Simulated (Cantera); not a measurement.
A closed system holds: 1 mol Ti, 0.0018 mol O2, 22 mol CO, at 1302 °C and 3.20 bar.

Cantera equilibrium calculation (NASA polynomials, part measured and part estimated; ideal gas, pure solids and liquids). Candidate condensed phases: C, Ti, TiC, TiO, TiO2, Ti2O3, Ti3O5, Ti4O7; 15 gas species. Equilibrium is a limit: real reactors are often held back by kinetics, nucleation or transport.

Base state: CO 0.999, CO2 0.00113 (mole fractions); condensed: C(graphite) + Ti3O5(s).

Task: What changes in the equilibrium state with this change: temperature from 1302 °C to 675 °C?

Result: 
```
species             before  after
-----------------  -------  -----
CO2                0.00113  0.657
CO                   0.999  0.343
C(graphite), mol      1.69   9.93
Ti3O5(s), mol        0.333      0
TiO2(rutile), mol        0   1.00
```
